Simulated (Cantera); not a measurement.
## N2O furnace oxynitridation

An isothermal, constant-pressure homogeneous reactor starts with N2O : H2O = 1 : 0.11 (molar parts), at 1100 K and 1.00 bar.

Cantera simulation using GRI-Mech 3.0 (53 species, 325 reactions); the numbers are that mechanism's predictions, not measurements. GRI-Mech 3.0 was tuned for natural gas; its chemistry of N2O as a main component is partial and can be far from experiment. The mechanism lacks the step 2 NO + O2 → 2 NO2, which can matter for NO2 below about 1400 K. The temperature is held fixed by assumption; the heat of reaction is taken as removed at once.

```csv
t (s),x N2O,x H2O,x NO2,x H,x HO2
1.00e-6,0.901,0.0991,<1e-12,<1e-12,<1e-12
3.32e-6,0.901,0.0991,<1e-12,<1e-12,5.61e-12
1.10e-5,0.901,0.0991,<1e-12,1.37e-12,1.69e-10
3.67e-5,0.901,0.0991,1.11e-12,1.39e-11,3.72e-9
0.000122,0.901,0.0991,4.62e-11,5.80e-11,5.37e-8
0.000405,0.901,0.0991,4.10e-9,1.87e-10,5.43e-7
0.00135,0.901,0.0991,2.62e-7,4.07e-10,2.63e-6
0.00447,0.900,0.0991,4.45e-6,4.82e-10,3.15e-6
0.0149,0.899,0.0990,2.97e-5,4.98e-10,2.48e-6
0.0494,0.894,0.0989,0.000123,4.49e-10,1.90e-6
0.164,0.878,0.0983,0.000324,3.56e-10,1.23e-6
0.545,0.830,0.0967,0.000569,2.80e-10,6.15e-7
1.81,0.695,0.0921,0.000727,2.18e-10,2.55e-7
6.02,0.424,0.0828,0.000724,1.45e-10,9.35e-8
20.0,0.128,0.0727,0.000581,5.37e-11,3.20e-8
```
x: mole fraction; the columns are a selection and need not sum to one.

Equilibrium at this temperature and pressure: N2O 6.16e-9, H2O 0.0683, NO2 3.20e-6, H <1e-12, HO2 4.42e-9 (gas phase only).
